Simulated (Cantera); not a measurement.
What does this Cantera script print?

```python
import numpy as np
import cantera as ct

gas = ct.Solution("gri30.yaml", transport_model="multicomponent")
show = ['H2O', 'H', 'NH3']

rows = []
print(f"{'T/K':>7s}{'rho':>11s}{'cp':>10s}{'mu':>11s}{'lambda':>11s}{'Pr':>7s}" + "".join(f"{'D_' + s:>11s}" for s in show))
for T in [400, 650, 900, 1150, 1400, 1650, 1900]:
    gas.TPX = T, 34000, {'H2': 0.84}
    Pr = gas.cp_mass * gas.viscosity / gas.thermal_conductivity
    D = [gas.mix_diff_coeffs_mole[gas.species_index(s)] for s in show]
    rows.append([gas.density, gas.cp_mass, gas.viscosity, gas.thermal_conductivity, Pr, *D])
    print(f"{T:7g}{gas.density:11.4e}{gas.cp_mass:10.1f}{gas.viscosity:11.4e}"
          f"{gas.thermal_conductivity:11.4e}{Pr:7.3f}" + "".join(f"{d:11.4e}" for d in D))
print("SI units: kg/m3, J/kg/K, Pa s, W/m/K, m2/s")
```

Result:

```
    T/K        rho        cp         mu     lambda     Pr      D_H2O        D_H      D_NH3
    400 2.0610e-02   14522.5 1.0869e-05 2.2905e-01  0.689 4.3313e-04 1.0546e-03 4.0276e-04
    650 1.2683e-02   14522.0 1.4897e-05 3.1443e-01  0.688 1.0229e-03 2.3888e-03 9.4046e-04
    900 9.1599e-03   14866.4 1.8383e-05 3.9688e-01  0.689 1.7889e-03 4.1091e-03 1.6366e-03
   1150 7.1687e-03   15271.7 2.1533e-05 4.7700e-01  0.689 2.7089e-03 6.1733e-03 2.4722e-03
   1400 5.8885e-03   15801.0 2.4446e-05 5.5935e-01  0.691 3.7691e-03 8.5532e-03 3.4351e-03
   1650 4.9963e-03   16321.0 2.7179e-05 6.4134e-01  0.692 4.9598e-03 1.1228e-02 4.5166e-03
   1900 4.3389e-03   16809.5 2.9767e-05 7.2246e-01  0.693 6.2737e-03 1.4182e-02 5.7102e-03
SI units: kg/m3, J/kg/K, Pa s, W/m/K, m2/s
```

Computed with Cantera and GRI-Mech 3.0 (53 species, 325 reactions).
